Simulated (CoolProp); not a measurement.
Vapour pressure (MPa) of octamethyltrisiloxane (MDM): the reference equation beside estimates from Tc = 565.4 K, pc = 1.438 MPa, ω = 0.528. Clausius-Clapeyron is anchored at 346.8 K with a constant enthalpy of vaporisation of 43.83 kJ/mol.

Values from CoolProp's reference Helmholtz-energy equation of state, Thol 2017.

| T (K) | reference | Clausius-Clapeyron | Peng-Robinson |
|---|---|---|---|
| 346.8 | 0.006899 | 0.006899 | 0.007294 |
| 354.2 | 0.009492 | 0.009478 | 0.009918 |
| 361.6 | 0.01284 | 0.01285 | 0.01328 |
| 369.1 | 0.01717 | 0.01728 | 0.01760 |
| 376.5 | 0.02253 | 0.02288 | 0.02292 |
| 383.9 | 0.02917 | 0.02997 | (withheld) |
| 391.4 | 0.03741 | 0.03900 | 0.03763 |
| 398.8 | 0.04727 | 0.05007 | (withheld) |
| 406.2 | 0.05909 | (withheld) | 0.05897 |
| 413.7 | 0.07332 | 0.08060 | 0.07298 |
| 421.1 | 0.08985 | 0.1008 | 0.08926 |
| 428.5 | (withheld) | 0.1252 | (withheld) |
| 435.9 | 0.1315 | 0.1542 | 0.1304 |
| 443.4 | 0.1576 | 0.1892 | 0.1562 |

Q: Fill in the missing entries.

A: 
- 383.9, Peng-Robinson: 0.02949
- 398.8, Peng-Robinson: 0.04735
- 406.2, Clausius-Clapeyron: 0.06370
- 428.5, reference: 0.1092
- 428.5, Peng-Robinson: 0.1083

Absolute difference from the reference over all 14 rows, mean and median: Clausius-Clapeyron 6.9 and 5.1 %, Peng-Robinson 1.7 and 0.9 %.
